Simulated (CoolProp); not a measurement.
Tetrahydrofuran at several states: Z from the reference equation and from simpler models built on Tc = 267.0 °C, pc = 5.304 MPa, ω = 0.234; each cubic takes its own stable root.

Model: reference Helmholtz-energy equation of state, Fiedler 2023, in CoolProp.

```json
[
 {"T (°C)": "221.25", "p (MPa)": "2.04", "phase": "gas", "reference": "0.7887", "Redlich-Kwong": "0.8031", "Soave-Redlich-Kwong": "0.7943", "Peng-Robinson": "0.7790"},
 {"T (°C)": "125.55", "p (MPa)": "0.418", "phase": "gas", "reference": "[?]", "Redlich-Kwong": "[?]", "Soave-Redlich-Kwong": "0.9275", "Peng-Robinson": "[?]"},
 {"T (°C)": "103.05", "p (MPa)": "5.04", "phase": "liquid", "reference": "[?]", "Redlich-Kwong": "[?]", "Soave-Redlich-Kwong": "[?]", "Peng-Robinson": "[?]"},
 {"T (°C)": "190.85", "p (MPa)": "0.0226", "phase": "gas", "reference": "0.9977", "Redlich-Kwong": "0.9978", "Soave-Redlich-Kwong": "0.9976", "Peng-Robinson": "0.9975"},
 {"T (°C)": "59.25", "p (MPa)": "0.0624", "phase": "gas", "reference": "0.9818", "Redlich-Kwong": "0.9845", "Soave-Redlich-Kwong": "0.9829", "Peng-Robinson": "0.9823"}
]
```

Problem. Fill in the missing entries.

Solution. 
- 125.55, reference: 0.9255
- 125.55, Redlich-Kwong: 0.9337
- 125.55, Peng-Robinson: 0.9237
- 103.05, reference: 0.1455
- 103.05, Redlich-Kwong: 0.1611
- 103.05, Soave-Redlich-Kwong: 0.1562
- 103.05, Peng-Robinson: 0.1382
